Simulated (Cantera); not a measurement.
A freely propagating, adiabatic, planar premixed flame of 27.8 % H₂, 13.9 % O₂, 58.3 % N₂, equivalence ratio 1.0, unburnt at 525 K and 5.00 bar; multicomponent transport, grid criteria slope 0.08 and curve 0.16, no radiation.

Cantera simulation using the H2/O2 subset of GRI-Mech 3.0, which has no nitrogen chemistry; the numbers are that mechanism's predictions, not measurements. The hydrogen kinetics of GRI-Mech 3.0 are dated; newer H2 mechanisms differ, most at raised pressure. Burning velocities carry a grid error of a few per cent, more on coarse grids.

Predict: laminar burning velocity; thermal thickness; peak x(O); peak x(H); peak x(H₂O₂).


```json
{
 "laminar_burning_velocity": "454 cm/s",
 "thermal_thickness": "0.0580 mm",
 "peak x(O)": "0.00679",
 "peak x(H)": "0.0251",
 "peak x(H₂O₂)": "9.37e-5"
}
```
